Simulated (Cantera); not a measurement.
A perfectly stirred reactor is fed with CO : H₂ : O₂ : N₂ = 1 : 0.16 : 0.483 : 1.82 (molar parts), at 370000 Pa; it is adiabatic with a 375 K inlet, and is followed from long to short residence time, starting on the burning branch (τ in s: 0.043, 0.018, 0.0076, 0.0032, 0.0014, 0.00058, 0.00024, 0.0001, 4.4e-05, 1.8e-05, 7.8e-06, 3.3e-06).

Cantera simulation using GRI-Mech 3.0 (53 species, 325 reactions); the numbers are that mechanism's predictions, not measurements. The hydrogen kinetics of GRI-Mech 3.0 are dated; newer H2 mechanisms differ, most at raised pressure.

One state of this run: T (K) = 2099; x CO = 0.116; x H₂ = 0.00435; x O₂ = 0.0257; x H = 0.00547; x NO = 0.000199; x HO₂ = 1.04e-5. x: mole fraction; the columns are a selection and need not sum to one.

**Question.** Which value of τ (s) does it belong to?
A) 0.00058
B) 0.043
C) 3.3e-6
D) 0.00024

**Answer.** D, 0.00024
